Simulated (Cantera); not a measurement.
A closed system holds: 1 mol SiH₄, 16 mol CO₂, 54 mol H₂, 35 mol N₂O, at 500 K and 0.100 bar.

Equilibrium computed with Cantera from the NASA thermochemical tables; the gas is ideal and each condensed phase is pure. Candidate condensed phases: C, C₆H₆, C₇H₈, C₈H₁₈, H₂O, Si, SiC, SiO₂, Si₂N₂O, Si₃N₄; 151 gas species. Kinetics and transport are ignored.

Base state: H₂O 0.452, N₂ 0.363, CO₂ 0.111, CH₄ 0.0549, H₂ 0.0188, NH₃ 4.93e-5, CO 3.37e-5 (mole fractions); condensed: SiO₂(α-quartz).

Task: What changes in the equilibrium state with this change: temperature from 500 K to 1250 K?

Result: 
| species | before | after |
|---|---|---|
| H₂O | 0.452 | 0.368 |
| N₂ | 0.363 | 0.327 |
| H₂ | 0.0188 | 0.155 |
| CO | 3.37e-5 | 0.0595 |
| CH₄ | 0.0549 | 1.01e-9 |
| CO₂ | 0.111 | 0.0900 |
| NH₃ | 4.93e-5 | 5.35e-7 |
| SiO₂(α-quartz), mol | 1.00 | 0 |
| SiO₂(β-quartz), mol | 0 | 1.00 |
The tables hold silica as quartz up to 1696 K and as liquid above; real silica turns to tridymite and cristobalite and melts near 1996 K. Gases not in the tables: Si(OH)₄.
